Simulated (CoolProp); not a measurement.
CH3F (R41) at 293.15 K and 6.03 MPa is throttled through a valve to 2.07 MPa with no heat exchange. Each further row changes one setting.

The numbers come from the reference Helmholtz-energy equation of state, Lemmon 2006 in CoolProp. It is a short technical equation, of lower accuracy than the large ones.

```tsv
case	temperature change (K)	final phase	final density (kg/m³)
as stated	-19.5	two-phase, vapour fraction 0.147	215
outlet pressure 0.621 MPa	-57.9	two-phase, vapour fraction 0.331	36.4
outlet pressure 2.69 MPa	-9.5	two-phase, vapour fraction 0.073	371
```
